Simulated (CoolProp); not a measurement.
Hexamethyldisiloxane (MM) along the isobar 10800 kPa: fugacity coefficient from the reference equation and from simpler models built on Tc = 245.6 °C, pc = 1931 kPa, ω = 0.418; each cubic takes its own stable root.

Computed with CoolProp (reference Helmholtz-energy equation of state, Thol 2016).

```tsv
T (°C)	phase	reference
118.55	liquid	0.03118
139.25	liquid	0.04894
160.05	liquid	0.07244
180.75	liquid	0.1017
201.55	liquid	0.1368
222.25	liquid	0.1770
243.05	liquid	0.2219
263.85	supercritical	0.2706
284.55	supercritical	0.3216
305.35	supercritical	0.3744
326.05	supercritical	0.4276
346.85	supercritical	0.4806
```

Task: How far does each simpler model (van der Waals, Redlich-Kwong, Soave-Redlich-Kwong, Peng-Robinson) lie from the reference over these 12 states: mean and median of the absolute difference, and the worst?

Result: 
- van der Waals: mean 92.9 %, median 49.2 %, worst +353.2 % at 118.55 °C and 10800 kPa
- Redlich-Kwong: mean 27.4 %, median 14.2 %, worst +93.1 % at 118.55 °C and 10800 kPa
- Soave-Redlich-Kwong: mean 9.1 %, median 9.7 %, worst +10.6 % at 305.35 °C and 10800 kPa
- Peng-Robinson: mean 2.0 %, median 1.8 %, worst -4.4 % at 118.55 °C and 10800 kPa
